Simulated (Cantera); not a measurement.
Input: 1 mol B2H6, 2.9 mol H2O, 0.21 mol N2, equilibrated at 133 Pa.

These are equilibrium values from Cantera (NASA tables, ideal gas, pure condensed phases), not measurements of a reactor. Candidate condensed phases: B, BN, B2O3, B3O3H3, H2O; 39 gas species. The feed counts by its element totals alone. N2 is the only nitrogen source here; it is nearly inert below about 1500 K, so the nitride shown seldom forms there in practice. Mutual solubility and eutectic melting of coexisting phases are not modelled. Rates play no part.

x: gas mole fraction; n: condensed amount in mol.

```json
[
 {"T (°C)": "952", "x H2": "0.970", "x B2O3": "1.54e-5", "x HBO": "0.000124", "x HBO2": "0.000548", "x N2": "0.0289", "x B2O2": "2.95e-7", "x BO": "4.46e-8", "x H": "8.41e-6", "n BN(s)": "0.0687", "n B2O3(l)": "0.964"},
 {"T (°C)": "1052", "x H2": "0.968", "x B2O3": "0.000275", "x HBO": "0.00105", "x HBO2": "0.00188", "x N2": "0.0288", "x B2O2": "1.46e-5", "x BO": "1.65e-6", "x H": "4.41e-5", "n BN(s)": "0.0694", "n B2O3(l)": "0.955"},
 {"T (°C)": "1152", "x H2": "0.955", "x B2O3": "(withheld)", "x HBO": "(withheld)", "x HBO2": "(withheld)", "x N2": "0.0290", "x B2O2": "(withheld)", "x BO": "(withheld)", "x H": "(withheld)", "n BN(s)": "(withheld)", "n B2O3(l)": "0.910"},
 {"T (°C)": "1252", "x H2": "0.890", "x B2O3": "(withheld)", "x HBO": "(withheld)", "x HBO2": "(withheld)", "x N2": "(withheld)", "x B2O2": "(withheld)", "x BO": "(withheld)", "x H": "(withheld)", "n BN(s)": "0", "n B2O3(l)": "(withheld)"},
 {"T (°C)": "1352", "x H2": "0.787", "x B2O3": "0.0884", "x HBO": "0.0413", "x HBO2": "0.0372", "x N2": "0.0295", "x B2O2": "0.0118", "x BO": "0.00197", "x H": "0.00171", "n BN(s)": "0", "n B2O3(l)": "0"},
 {"T (°C)": "1452", "x H2": "0.779", "x B2O3": "0.0829", "x HBO": "0.0448", "x HBO2": "0.0418", "x N2": "0.0294", "x B2O2": "0.0113", "x BO": "0.00501", "x H": "0.00449", "n BN(s)": "0", "n B2O3(l)": "0"},
 {"T (°C)": "1552", "x H2": "0.767", "x B2O3": "0.0766", "x HBO": "0.0468", "x HBO2": "0.0464", "x N2": "0.0292", "x B2O2": "0.0104", "x BO": "0.0112", "x H": "0.0106", "n BN(s)": "0", "n B2O3(l)": "0"}
]
```

Problem. What belongs in the gaps?

Solution. 
- 1252, x B2O3: 0.0269
- 1252, x HBO: 0.0298
- 1252, x HBO2: 0.0129
- 1252, x N2: 0.0324
- 1252, x B2O2: 0.00698
- 1252, x BO: 0.000515
- 1252, x H: 0.000611
- 1252, n B2O3(l): 0.641
- 1152, x B2O3: 0.00322
- 1152, x HBO: 0.00652
- 1152, x HBO2: 0.00531
- 1152, x B2O2: 0.000411
- 1152, x BO: 3.64e-5
- 1152, x H: 0.000183
- 1152, n BN(s): 0.0635
